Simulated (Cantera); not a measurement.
Source: NASA polynomial tables (part measured, part estimated), evaluated in Cantera. Values are per mole of reaction as written; species without (g) are pure solids or liquids, kept so even where they would boil at 1 bar. ZrN: taken at fixed stoichiometry.

Task: Between 300 and 2400 K, where is each reaction favourable under standard conditions?
- 3 H₂O₂(g) + 2 ZrN = 2 NH₃(g) + 2 O(g) + 2 ZrO₂

Result: 
- 3 H₂O₂(g) + 2 ZrN = 2 NH₃(g) + 2 O(g) + 2 ZrO₂: ΔG° is -657 kJ at 300 K and -763 kJ at 2400 K; it stays negative (K > 1). ΔH° is -626 kJ and ΔS° 57 J/K at 2400 K.
